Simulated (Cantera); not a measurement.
Input: 1 mol SiCl4, 1.8 mol CH4, 1.1 mol H2, at 1025 °C and 4.00 mbar.

Equilibrium computed with Cantera from the NASA thermochemical tables; the gas is ideal and each condensed phase is pure. Candidate condensed phases: C, C6H6, C7H8, C8H18, Si, SiC; 109 gas species. The tables' values for SiCl3 are old estimates; treat these amounts as uncertain. Equilibrium is a limit: real reactors are often held back by kinetics, nucleation or transport.

Base state: HCl 0.541, H2 0.439, SiCl4 0.0106, SiCl2 0.00520, SiCl3 0.00303, SiHCl3 0.000387, Cl 1.17e-5, H 1.12e-5 (mole fractions); condensed: C(graphite) + SiC(s).

Q: What changes in the equilibrium state with this change: 0.18 mol HF added?

A: 
```
species           before     after
----------------  ------  --------
HCl                0.541     0.533
H2                 0.439     0.441
SiCl4             0.0106   0.00983
SiF4                   0   0.00571
HF                     0   0.00234
SiF3                   0  0.000365
SiHF3                  0   9.84e-5
SiF2                   0   2.00e-5
C(graphite), mol   0.927     0.964
SiC(s), mol        0.873     0.836
```
The tables' values for SiCl3, SiF3, SiF2 are old estimates; treat these amounts as uncertain.
